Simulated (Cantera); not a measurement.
Source: NASA polynomial tables (part measured, part estimated), evaluated in Cantera. Values are per mole of reaction as written; species without (g) are pure solids or liquids, kept so even where they would boil at 1 bar.

2 HCl(g) + Ca → CaCl2 + H2(g)

```csv
T (K),ΔH° (kJ),ΔS° (J/K),ΔG° (kJ),log10 K
1173,-573.8,-135.2,-415.1,18.49
1323,-569.3,-131.6,-395.1,15.60
1473,___,___,___,___
1623,___,___,___,___
1773,-556.3,-123.2,-337.9,9.96
1923,___,___,___,___
2073,-548.0,-118.9,-301.6,7.60
2223,-543.9,-117.0,-283.9,6.67
```

Task: Fill in the missing entries.

Result: 
- 1473, ΔH° (kJ): -564.9
- 1473, ΔS° (J/K): -128.5
- 1473, ΔG° (kJ): -375.6
- 1473, log10 K: 13.32
- 1623, ΔH° (kJ): -560.6
- 1623, ΔS° (J/K): -125.7
- 1623, ΔG° (kJ): -356.6
- 1623, log10 K: 11.48
- 1923, ΔH° (kJ): -552.2
- 1923, ΔS° (J/K): -120.9
- 1923, ΔG° (kJ): -319.6
- 1923, log10 K: 8.68
